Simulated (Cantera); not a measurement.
Chlorosilane synthesis and conversion: SiCl4 + H2

Charge: 1 mol SiCl4, 2.1 mol H2, at 18.0 bar.

These are equilibrium values from Cantera (NASA tables, ideal gas, pure condensed phases), not measurements of a reactor. Candidate condensed phases: Si; 19 gas species. The tables' values for SiCl3 are old estimates; treat these amounts as uncertain. Kinetics and transport are ignored.

```json
[
 {"T (K)": "550", "x H2": "0.676", "x SiCl4": "0.321", "x HCl": "0.00128", "x SiHCl3": "0.00128"},
 {"T (K)": "600", "x H2": "0.675", "x SiCl4": "0.320", "x HCl": "0.00244", "x SiHCl3": "0.00244"},
 {"T (K)": "650", "x H2": "0.673", "x SiCl4": "0.318", "x HCl": "0.00418", "x SiHCl3": "0.00417"},
 {"T (K)": "700", "x H2": "0.671", "x SiCl4": "0.316", "x HCl": "0.00659", "x SiHCl3": "0.00657"},
 {"T (K)": "750", "x H2": "0.668", "x SiCl4": "0.313", "x HCl": "0.00975", "x SiHCl3": "0.00970"},
 {"T (K)": "800", "x H2": "0.664", "x SiCl4": "0.309", "x HCl": "0.0137", "x SiHCl3": "0.0136"},
 {"T (K)": "850", "x H2": "0.659", "x SiCl4": "0.304", "x HCl": "0.0183", "x SiHCl3": "0.0181"},
 {"T (K)": "900", "x H2": "0.654", "x SiCl4": "0.299", "x HCl": "0.0238", "x SiHCl3": "0.0234"}
]
```
x: gas mole fraction; nothing condenses.

From 550 K to 900 K nothing is condensed. The main Si-bearing gas is SiCl4 throughout.
